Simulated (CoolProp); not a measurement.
A simple Rankine cycle with vinyl chloride: condensing at 307.15 K, boiler at 2.63 MPa, turbine inlet 429 K, turbine efficiency 0.85, pump efficiency 0.6, no recuperator. Each further row changes one setting.

Values from CoolProp's reference Helmholtz-energy equation of state, Thol 2022.

| case | thermal efficiency (%) | net work (kJ/kg) | heat in (kJ/kg) | turbine exit temperature (K) | volume ratio over the turbine |
|---|---|---|---|---|---|
| as stated | 14.2 | 58.2 | 409 | (withheld) | 4.67 |
| condensing temperature 299.15 K | 15.7 | 66.1 | 422 | 334.7 | 5.76 |
| boiler pressure 1.84 MPa | 11.7 | 49.6 | 422 | (withheld) | (withheld) |
| turbine efficiency 0.75 | 12.4 | (withheld) | 409 | 351.9 | (withheld) |

Problem. Some entries are withheld; supply them.

Solution. 
- as stated, turbine exit temperature (K): 344.7
- boiler pressure 1.84 MPa, turbine exit temperature (K): 365.6
- boiler pressure 1.84 MPa, volume ratio over the turbine: 3.28
- turbine efficiency 0.75, net work (kJ/kg): 50.9
- turbine efficiency 0.75, volume ratio over the turbine: 4.79
